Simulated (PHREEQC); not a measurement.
## Metal-bearing waste water: speciation

Dissolve 0.0014 mol/kgw ZnSO4, 0.00048 mol/kgw MgSO4, 0.00084 mol/kgw NaF, 0.21 mol/kgw Na2SO4 and 0.027 mol/kgw HNO3 at 25 °C. Closed to the air; pH follows from the charge balance.

Equilibrium calculation in PHREEQC: ion-association model, wateq4f.dat.

Precipitation was switched off in this run.

Q: Predict the pH, ionic strength, activity of water.

A: pH 2.31; ionic strength 0.514 mol/kgw; activity of water 0.990.

Q: In which forms is F present?

A: HF 79 %, F- 19 %, NaF 1.6 % of the F.
